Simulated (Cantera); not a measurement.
Gas mixture: C2H2 : CH4 = 0.24 : 0.52 (molar parts), at 66000 Pa, frozen composition.

Cantera's kinetic-theory transport with the Lennard-Jones parameters of GRI-Mech 3.0, ideal gas; thermal conductivity in the multicomponent form. The composition is frozen, though it would react at the higher temperatures.

D: mixture-averaged diffusion coefficient of that species in the mixture.

```
T (K)  ρ (kg/m³)  cp (J/kg/K)  μ (µPa s)  λ (mW/m/K)     Pr  D (cm²/s) N2  D (cm²/s) CO2  D (cm²/s) C2H2
-----  ---------  -----------  ---------  ----------  -----  ------------  -------------  --------------
400        0.381         2271       14.2        45.2  0.713         0.519          0.402             ___
550        0.277         2698       18.1        68.6  0.714         0.903          0.715             ___
700        0.218         3092       21.6        93.8  0.713          1.36           1.09             ___
850        0.179         3432       24.8         119  0.712          1.89           1.53             ___
1000       0.152         3740       27.7         146  0.711          2.49           2.03             ___
1150       0.133         4001       30.4         172  0.710          3.14           2.57             ___
```

**Question.** What belongs in the gaps?

**Answer.** 
- 400, D (cm²/s) C2H2: 0.460
- 550, D (cm²/s) C2H2: 0.813
- 700, D (cm²/s) C2H2: 1.24
- 850, D (cm²/s) C2H2: 1.73
- 1000, D (cm²/s) C2H2: 2.28
- 1150, D (cm²/s) C2H2: 2.88
